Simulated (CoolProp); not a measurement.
Aqueous ammonia as a coolant, 21 % by mass, freezing at -39.7 °C, 1 atm.

Values from CoolProp's Melinder's fits for secondary coolants.

```
T (°C)  conductivity (W/(m K))  Prandtl number  cp (kJ/(kg K))  viscosity (mPa s)
------  ----------------------  --------------  --------------  -----------------
-26.5                    0.394            70.4           4.281               6.48
-21.5                    0.403            54.0           4.269               5.10
-16.5                    0.412            42.4           4.259               4.10
-11.6                    0.420            34.1           4.250               3.37
-6.6                     0.429            27.8           4.242               2.81
-1.6                     0.438            23.0           4.235               2.38
3.4                      0.446            19.3           4.229               2.03
8.4                      0.455            16.3           4.223               1.76
13.4                     0.464            13.9           4.219               1.53
18.3                     0.472            11.9           4.215               1.34
23.3                     0.481            10.2           4.211               1.17
28.3                     0.489            8.80           4.207               1.02
```
